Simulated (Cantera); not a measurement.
**Diamond growth**

A diamond (100) surface in a fixed gas of H2 with x(CH4) = 0.002, x(H) = 0.00066, x(CH3) = 0.00012, at 1350 K; coverages are run to steady state.

Model: the Harris–Goodwin 1993 mechanism for the reconstructed diamond (100) surface, integrated in Cantera.

```tsv
P (Pa)	growth (µm/h)	θ c6HH	θ c6H*	θ c6*H	θ c6**	θ c6HM
1000	0.0234	0.443	0.0490	0.483	0.0244	1.35e-5
1500	0.0475	0.443	0.0490	0.483	0.0243	2.08e-5
2300	0.0966	0.443	0.0490	0.483	0.0243	3.28e-5
3400	0.179	0.443	0.0489	0.483	0.0242	4.98e-5
5200	0.336	0.443	0.0489	0.482	0.0241	7.85e-5
7800	0.593	0.443	0.0489	0.482	0.0241	0.000121
12000	1.06	0.443	0.0489	0.482	0.0240	0.000189
18000	1.79	0.443	0.0489	0.482	0.0240	0.000287
```
θ: site fractions in the mechanism's names (c6HH fully hydrogenated, c6H* and c6*H radical sites, c6** diradical, c6HM methylated).
